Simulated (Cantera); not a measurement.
An isothermal, constant-pressure homogeneous reactor starts with 0.317 % CO, 0.779 % O2, 2.79 % H2O, 96.1 % N2, equivalence ratio 0.20, at 1375 K and 4580 Torr.

Model: GRI-Mech 3.0 (53 species, 325 reactions), integrated in Cantera.

Question: Predict: x(CO) at 1.00 s; x(O2) at 1.00 s; x(H2O) at 1.00 s; x(H2) at 1.00 s; x(NO) at 1.00 s; x(N2O) at 1.00 s.

Answer: 
| Item | Result |
|---|---|
| x(CO) at 1.00 s | 1.04e-8 (gas-phase equilibrium 1.04e-8) |
| x(O2) at 1.00 s | 0.00621 (gas-phase equilibrium 0.00615) |
| x(H2O) at 1.00 s | 0.0279 (gas-phase equilibrium 0.0279) |
| x(H2) at 1.00 s | 4.42e-8 (gas-phase equilibrium 4.44e-8) |
| x(NO) at 1.00 s | 4.24e-8 (gas-phase equilibrium 0.000119) |
| x(N2O) at 1.00 s | 2.10e-8 (gas-phase equilibrium 2.09e-8) |
